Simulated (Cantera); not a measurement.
A closed system holds: 1 mol SiC, 3.2 mol H₂O, 55 mol H₂, equilibrated at 2.50 Pa.

Method: chemical equilibrium by Gibbs-energy minimisation in Cantera with the NASA 1993 tables (ideal gas, pure condensed phases). Candidate condensed phases: C, C₆H₆, C₇H₈, C₈H₁₈, H₂O, Si, SiC, SiO₂; 123 gas species. The tables hold silica as quartz up to 1696 K and as liquid above; real silica turns to tridymite and cristobalite and melts near 1996 K. Rates play no part.

Question: Which condensed phases are stable at each of these points (T (°C)): 1225, 1275, 1325, 1375, 1425, 1475, 1525, 1575, 1625, 1675, 1725, 1775, 1825?

Answer: 
```csv
T (°C),condensed phases,Si condensed (%)
1225,SiO₂(β-quartz),61.7
1275,SiO₂(β-quartz),14.2
1325,gas only,0.0
1375,gas only,0.0
1425,gas only,0.0
1475,gas only,0.0
1525,gas only,0.0
1575,gas only,0.0
1625,gas only,0.0
1675,gas only,0.0
1725,gas only,0.0
1775,gas only,0.0
1825,gas only,0.0
```

From 1225 °C to 1275 °C the condensed part is SiO₂(β-quartz). From 1325 °C to 1825 °C nothing is condensed.
